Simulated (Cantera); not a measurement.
AlCl₃ + H₂O + N₂ (aluminium nitride and oxide growth)

Input: 1 mol AlCl₃, 0.63 mol H₂O, 60 mol N₂, held at 0.000900 bar.

Equilibrium computed with Cantera from the NASA thermochemical tables; the gas is ideal and each condensed phase is pure. Candidate condensed phases: Al, AlCl₃, AlN, Al₂O₃, H₂O, NH₄Cl; 45 gas species. The tables' values for AlCl₂ are old estimates; treat these amounts as uncertain. Equilibrium is a limit: real reactors are often held back by kinetics, nucleation or transport.

```json
[
 {"T (K)": "1400", "x N₂": "0.970", "x Cl": "0.000291", "x HCl": "0.0202", "x AlCl₃": "0.00927", "x AlCl": "1.14e-5", "x AlCl₂": "9.54e-5", "x H": "1.50e-6", "x H₂": "8.58e-5", "n Al₂O₃(s)": "0.210"},
 {"T (K)": "1500", "x N₂": "0.970", "x Cl": "0.000843", "x HCl": "0.0201", "x AlCl₃": "0.00890", "x AlCl": "0.000112", "x AlCl₂": "0.000359", "x H": "6.61e-6", "x H₂": "0.000127", "n Al₂O₃(s)": "0.210"},
 {"T (K)": "1600", "x N₂": "0.968", "x Cl": "0.00241", "x HCl": "0.0200", "x AlCl₃": "0.00784", "x AlCl": "0.000594", "x AlCl₂": "0.000922", "x H": "2.16e-5", "x H₂": "0.000141", "n Al₂O₃(s)": "0.210"},
 {"T (K)": "1700", "x N₂": "0.964", "x Cl": "0.00613", "x HCl": "0.0199", "x AlCl₃": "0.00559", "x AlCl": "0.00204", "x AlCl₂": "0.00168", "x H": "6.08e-5", "x H₂": "0.000153", "n Al₂O₃(s)": "0.210"},
 {"T (K)": "1800", "x N₂": "0.959", "x Cl": "0.0122", "x HCl": "0.0195", "x AlCl₃": "0.00247", "x AlCl": "0.00481", "x AlCl₂": "0.00197", "x H": "0.000175", "x H₂": "0.000214", "n Al₂O₃(s)": "0.209"},
 {"T (K)": "1900", "x N₂": "0.954", "x Cl": "0.0175", "x HCl": "0.0186", "x AlCl₃": "0.000511", "x AlCl": "0.00741", "x AlCl₂": "0.00125", "x H": "0.000559", "x H₂": "0.000447", "n Al₂O₃(s)": "0.207"},
 {"T (K)": "2000", "x N₂": "0.950", "x Cl": "0.0212", "x HCl": "0.0163", "x AlCl₃": "7.28e-5", "x AlCl": "0.00847", "x AlCl₂": "0.000563", "x H": "0.00169", "x H₂": "0.000967", "n Al₂O₃(s)": "0.204"}
]
```
x: gas mole fraction; n: condensed amount in mol.

From 1400 K to 2000 K the condensed part is Al₂O₃(s). The main Al-bearing gas is AlCl₃ at 1400 K and AlCl at 2000 K.
